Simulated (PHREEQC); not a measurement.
A PHREEQC speciation (ion-association model, phreeqc.dat) at 20 °C gives pH 4.11 and these molalities:

```
species   mol/kgw
-------  --------
Cl-         0.843
Cu+2        0.358
CuCl+       0.128
CuCl2      0.0148
H+       0.000105
CuCl3-    5.42e-5
```

Q: What are the element totals, and what could have been dissolved in 1 kg of water to give them?

A: This is not unique; one that fits is totals Cl 1.00, Cu(2) 0.500 mol/kgw, from 0.5 mol CuCl2 per kg of water.

This is a speciation only: nothing precipitates in the calculation. The ionic strength is past about 0.7 mol/kgw, beyond the range of this activity model, so the values are rough. Complexes and solids missing from the database can't appear.
